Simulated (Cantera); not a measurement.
Charge: 1 mol Ta2O5, 3.5 mol CH4, 1.4 mol CO, equilibrated at 1048.15 K and 4800 Torr.

These are equilibrium values from Cantera (NASA tables, ideal gas, pure condensed phases), not measurements of a reactor. Candidate condensed phases: C, C6H6, C7H8, C8H18, H2O, Ta, TaC, Ta2O5; 113 gas species. Kinetics and transport are ignored.

Base state: H2 0.649, CH4 0.157, CO 0.101, H2O 0.0783, CO2 0.0145, C2H6 1.01e-5 (mole fractions); condensed: C(graphite) + Ta2O5(s).

Q: What changes in the equilibrium state with this change: Ta2O5 replaced by MgO?

A: 
```csv
species,before,after
H2,0.649,0.649
CH4,0.157,0.157
CO,0.101,0.101
C2H6,1.01e-5,1.01e-5
H2O,0.0783,0.0783
CO2,0.0145,0.0145
"C(graphite), mol",3.07,3.07
"Ta2O5(s), mol",1.00,0
"MgO(s), mol",0,1.00
```
Further candidate phases: Mg, MgCO3, MgO, Mg(OH)2.

Q: What changes in the equilibrium state with this change: temperature from 1048.15 K to 1298 K?

A: 
| species | before | after |
|---|---|---|
| H2 | 0.649 | 0.795 |
| CO | 0.101 | 0.164 |
| CH4 | 0.157 | 0.0322 |
| H2O | 0.0783 | 0.00775 |
| CO2 | 0.0145 | 0.000911 |
| C2H6 | 1.01e-5 | 1.76e-6 |
| C(graphite), mol | 3.07 | 3.31 |
| Ta2O5(s), mol | 1.00 | 1.00 |
